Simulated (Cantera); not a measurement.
Input: 1 mol S, 7 mol H2, 0.26 mol O2, held at 1602 °C and 11.0 mbar.

Equilibrium computed with Cantera from the NASA thermochemical tables; the gas is ideal and each condensed phase is pure. Candidate condensed phases: H2O, H2SO4, S; 19 gas species. The numbers say what is thermodynamically allowed, not how fast it happens.

Base state: H2 0.844, H2O 0.0675, S2 0.0506, H2S 0.0169, SH 0.0110, H 0.00574, S 0.00285, SO 0.00147 (mole fractions); condensed: gas only.

Problem. What changes in the equilibrium state with this change: pressure from 11.0 mbar to 13.0 Pa?

Solution. 
```tsv
species	before	after
H2	0.844	0.808
H2O	0.0675	0.0530
H	0.00574	0.0517
S	0.00285	0.0235
H2S	0.0169	0.00158
S2	0.0506	0.0407
SH	0.0110	0.00964
O	1.84e-7	1.28e-5
OH	3.58e-5	0.000265
SO	0.00147	0.00993
```
